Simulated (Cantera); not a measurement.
A closed system holds: 1 mol PbO, 1.6 mol CO, 87 mol N2, at 101000 Pa.

Cantera equilibrium calculation (NASA polynomials, part measured and part estimated; ideal gas, pure solids and liquids). Candidate condensed phases: C, Pb, PbO, PbO2, Pb3O4; 27 gas species. Equilibrium is a limit: real reactors are often held back by kinetics, nucleation or transport.

x: gas mole fraction; n: condensed amount in mol.

```
T (°C)   x N2   x CO2      x Pb     x CO  x PbO  n Pb(l)
------  -----  ------  --------  -------  -----  -------
850     0.982  0.0113  0.000180  0.00677      …    0.984
900     0.982  0.0113  0.000416  0.00677      …    0.963
950     0.981  0.0113  0.000896  0.00677      …    0.921
1000    0.980  0.0113   0.00181  0.00676      …    0.839
1050    0.979  0.0112   0.00347  0.00675      …    0.691
1100    0.976  0.0112   0.00633  0.00673      …    0.435
1150    0.971  0.0112    0.0111  0.00671      …  0.00778
1200    0.971  0.0111    0.0111  0.00671      …        0
```

Fill in the missing entries.


- 850, x PbO: 4.56e-9
- 900, x PbO: 2.15e-8
- 950, x PbO: 8.87e-8
- 1000, x PbO: 3.27e-7
- 1050, x PbO: 1.09e-6
- 1100, x PbO: 3.32e-6
- 1150, x PbO: 9.32e-6
- 1200, x PbO: 1.46e-5
